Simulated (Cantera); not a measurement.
A jet of 4.09 % CH4, 10.8 % O2, 85.1 % N2, equivalence ratio 0.76 at 300 K and 0.0240 bar hits a platinum plate 8.8 cm away at a mass flux of 0.025 kg/m²/s; the plate temperature is set and raised in steps from an oxygen-covered start.

Cantera simulation using Deutschmann's 1995 Pt surface mechanism with GRI-Mech 3.0 gas chemistry; the numbers are that mechanism's predictions, not measurements. Catalytic surfaces can have several steady states; this one follows from the mechanism file's or the stated starting coverage.

x: mole fraction at the wall; θ: surface coverage.

```csv
plate T (K),wall x CH4,wall x O2,wall x H2O,wall x OH,wall x CO,wall x CO2,θ free Pt,θ O*
850,0.0307,0.0859,0.0193,1.40e-8,?,0.0126,0.215,0.784
900,0.0243,0.0722,0.0312,5.44e-8,?,0.0204,0.298,0.701
950,0.0186,0.0602,0.0417,1.67e-7,?,0.0273,0.385,0.614
1000,0.0144,0.0513,0.0495,4.48e-7,?,0.0325,0.471,0.528
1050,0.0115,0.0452,0.0545,1.05e-6,?,0.0360,0.553,0.447
1100,0.00948,0.0410,0.0582,2.25e-6,?,0.0385,0.627,0.372
```

Problem. Fill in the missing entries.

Solution. 
- 850, wall x CO: 1.03e-5
- 900, wall x CO: 1.19e-5
- 950, wall x CO: 1.30e-5
- 1000, wall x CO: 1.42e-5
- 1050, wall x CO: 1.58e-5
- 1100, wall x CO: 1.81e-5
